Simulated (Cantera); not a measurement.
An adiabatic, constant-volume homogeneous reactor starts with CH4 : CO : O2 : N2 = 1 : 0.46 : 3.78 : 14.2 (molar parts), equivalence ratio 0.59, at 1075 K and 1.00 atm. Integrator tolerance rtol = 1e-08.

Model: GRI-Mech 3.0 (53 species, 325 reactions), integrated in Cantera.

Question: What does this change do: initial temperature 1075 to 1175 K?

Answer: 
```csv
quantity,before,after
temperature at 0.200 s,1083 K,2540 K
equilibrium temperature,2490 K,2540 K
x(CH4) at 0.200 s,0.0506 (gas-phase equilibrium <1e-12),<1e-12 (gas-phase equilibrium <1e-12)
x(CO) at 0.200 s,0.0237 (gas-phase equilibrium 0.00589),0.00769 (gas-phase equilibrium 0.00769)
x(O2) at 0.200 s,0.194 (gas-phase equilibrium 0.0740),0.0736 (gas-phase equilibrium 0.0736)
x(CH2CO) at 0.200 s,8.10e-8 (gas-phase equilibrium <1e-12),<1e-12 (gas-phase equilibrium <1e-12)
x(CH2) at 0.200 s,<1e-12 (gas-phase equilibrium <1e-12),<1e-12 (gas-phase equilibrium <1e-12)
x(CO2) at 0.200 s,0.000136 (gas-phase equilibrium 0.0695),0.0676 (gas-phase equilibrium 0.0676)
x(H2O) at 0.200 s,0.000700 (gas-phase equilibrium 0.0974),0.0959 (gas-phase equilibrium 0.0959)
time of steepest temperature rise,not reached,52.3 ms
```
